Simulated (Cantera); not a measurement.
A perfectly stirred reactor is fed with CH₄ : C₂H₆ : O₂ : N₂ = 1 : 0.61 : 4.26 : 16 (molar parts), at 1.00 atm; it is adiabatic with a 300 K inlet, and is followed from long to short residence time, starting on the burning branch (τ in s: 0.1, 0.045, 0.021, 0.0094, 0.0043, 0.002, 0.00089, 0.00041, 0.00018, 8.4e-05, 3.8e-05, 1.7e-05).

Model: GRI-Mech 3.0 (53 species, 325 reactions), integrated in Cantera.

**Question.** What does this change do: 1.9 parts CO2 added?

**Answer.** 
```json
[
 {"quantity": "blow-out, bracketed by the residence times tried", "before": "burning at 84.0 µs, out at 38.0 µs", "after": "burning at 0.180 ms, out at 84.0 µs"},
 {"quantity": "x(CH₄) at τ = 0.100 s", "before": "1.96e-6", "after": "3.31e-6"},
 {"quantity": "x(C₂H₆) at τ = 0.100 s", "before": "1.28e-7", "after": "2.89e-7"},
 {"quantity": "x(O₂) at τ = 0.100 s", "before": "0.0100", "after": "0.00972"},
 {"quantity": "x(C₂H₄) at τ = 0.100 s", "before": "3.18e-7", "after": "8.10e-7"},
 {"quantity": "x(CH₂CO) at τ = 0.100 s", "before": "7.94e-8", "after": "2.26e-7"},
 {"quantity": "x(CH₄) at τ = 0.890 ms", "before": "6.45e-5", "after": "0.000112"},
 {"quantity": "x(C₂H₆) at τ = 0.890 ms", "before": "9.28e-6", "after": "1.63e-5"},
 {"quantity": "x(O₂) at τ = 0.890 ms", "before": "0.0212", "after": "0.0225"},
 {"quantity": "x(C₂H₄) at τ = 0.890 ms", "before": "8.07e-6", "after": "1.35e-5"},
 {"quantity": "x(CH₂CO) at τ = 0.890 ms", "before": "4.66e-6", "after": "7.14e-6"}
]
```
